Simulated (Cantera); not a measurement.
An isothermal, constant-pressure homogeneous reactor starts with 89.3 % NH3, 10.7 % H2, at 2225 K and 0.266 atm.

Computed with Cantera and the gas-phase N/H chemistry of the illustrative SiF4/NH3 mechanism in the Surface Chemkin manual (1991). Walls and surfaces, which speed up NH3 decomposition in real reactors, are not modelled.

One state of this run: x NH3 = 0.420; x H2 = 0.453; x N = 3.78e-6; x NH2 = 0.00187; x N2H2 = 6.92e-6; x H = 0.000652. x: mole fraction; the columns are a selection and need not sum to one.

Q: Which value of t (s) does it belong to?
(A) 0.260
(B) 0.00231
(C) 0.00891
(D) 0.509

A: C, 0.00891
